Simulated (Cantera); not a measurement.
An adiabatic, constant-volume homogeneous reactor starts with CH3OH : O2 : N2 = 1 : 4.41 : 52.9 (molar parts), at 1673 K and 1.00 bar.

Computed with Cantera and GRI-Mech 3.0 (53 species, 325 reactions). GRI-Mech 3.0 was tuned for natural gas; its chemistry of methanol as a main component is partial and can be far from experiment.

Task: Predict: time of steepest temperature rise; temperature at 2.00 s; equilibrium temperature; x(O2) at 2.00 s; x(H2O2) at 2.00 s; x(H2O) at 2.00 s.

Result: 
| Property | Value |
|---|---|
| time of steepest temperature rise | 0.120 ms |
| temperature at 2.00 s | 2061 K |
| equilibrium temperature | 2059 K |
| x(O2) at 2.00 s | 0.0473 (gas-phase equilibrium 0.0469) |
| x(H2O2) at 2.00 s | 1.83e-8 (gas-phase equilibrium 1.81e-8) |
| x(H2O) at 2.00 s | 0.0334 (gas-phase equilibrium 0.0334) |
